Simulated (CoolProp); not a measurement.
Vapour pressure (kPa) of ammonia: the reference equation beside estimates from Tc = 132.4 °C, pc = 11360 kPa, ω = 0.256. Clausius-Clapeyron is anchored at 52.45 °C with a constant enthalpy of vaporisation of 17.68 kJ/mol.

Computed with CoolProp (reference Helmholtz-energy equation of state, Gao 2020).

```csv
T (°C),reference,Clausius-Clapeyron,van der Waals,Soave-Redlich-Kwong
25.15,1007,1191,2919,1014
31.95,1236,1396,3257,1247
38.75,1501,1625,3621,1518
45.65,1813,1884,4014,1837
52.45,2165,2165,4428,2197
59.35,2573,2480,4875,2614
66.15,3029,2819,5341,3080
72.95,3543,3188,5835,3605
79.85,4128,3595,6363,4201
86.65,4772,4029,6913,4857
93.55,5501,4503,7499,5595
100.35,6298,5005,8106,6400
107.15,7181,5541,8741,7286
114.05,8171,6122,9416,8272
120.85,9250,6730,10110,9335
```

Absolute difference from the reference over all 15 rows, mean and median: Clausius-Clapeyron 13.8 and 12.9 %, van der Waals 77.4 and 64.7 %, Soave-Redlich-Kwong 1.4 and 1.5 %.
